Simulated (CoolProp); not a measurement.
Vapour-liquid equilibrium of octamethyltrisiloxane (MDM) (1) + octamethylcyclotetrasiloxane (D4) (2) at 47.8 kPa; x and y are mole fractions of (1).

Computed with CoolProp (multi-fluid Helmholtz-energy mixture model, Thol 2017 and Thol 2015; pair parameters Bell 2016).

| x | bubble temperature (°C) | y at the bubble point | dew temperature at overall composition x (°C) | liquid density (mol/L) |
|---|---|---|---|---|
| 0.05 | 146.8 | 0.094 | 147.6 | 2.720 |
| 0.15 | 143.8 | 0.255 | 145.8 | 2.750 |
| 0.25 | 141.1 | 0.389 | 143.9 | 2.779 |
| 0.35 | 138.7 | 0.505 | 141.9 | 2.807 |
| 0.45 | 136.5 | 0.607 | 139.9 | 2.835 |
| 0.55 | 134.4 | 0.697 | 137.8 | 2.864 |
| 0.65 | 132.4 | 0.779 | 135.5 | 2.892 |
| 0.75 | 130.5 | 0.851 | 133.1 | 2.920 |
| 0.85 | 128.6 | 0.916 | 130.5 | 2.948 |
| 0.95 | 126.9 | 0.974 | 127.6 | 2.976 |

No azeotrope shows between x = 0.05 and 0.95.

The pair parameters rest on a limited set of measurements; away from them the model extrapolates.
